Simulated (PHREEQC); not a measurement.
## Cooling-tower water: speciation

Model water analysis in mg/kgw, 25 °C, pH 6.35, pe 0.6: Na 504; K 0.428; Ca 511; Mg 104; Cl 1240; S(6) as SO4 348; Alkalinity as HCO3 793; N(-3) as NH4 4.07; Mn(2) 7.5; F 5.7.

Valence states are taken as typed.

All values are PHREEQC results (ion-association model, phreeqc.dat), not measurements.

No solid was allowed to form.

Predict the ionic strength.

ionic strength 0.0696 mol/kgw.

In which forms is Mg present?

Mg+2 85 %, MgSO4 8.5 %, MgHCO3+ 5.4 %, MgF+ 0.7 % of the Mg.

The solution is supersaturated, for example in Fluorite, Rhodochrosite, so a real one may precipitate; this is no full list.
